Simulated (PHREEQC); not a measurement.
Synthetic water in mmol/kgw, 25 °C, pH 3.78, pe 8.7: Na 17.6; K 0.283; Ca 6.34; Mg 0.778; Cl 4.32; S(6) 14.5; O(0) (counted as O atoms) 0.51; Ni 0.00915.

Cl is adjusted to close the charge balance.
Valence states are taken as typed.

All values are PHREEQC results (ion-association model, wateq4f.dat), not measurements.

Precipitation was switched off in this run.

**Question.** Order these Ni species by the share of Ni that they hold, largest first: Ni+2, NiCl+, NiSO4.

**Answer.** Ni+2 (66 %), NiSO4 (33 %), NiCl+ (0.27 %)

The pH is 3.78 and the ionic strength 0.0428 mol/kgw.
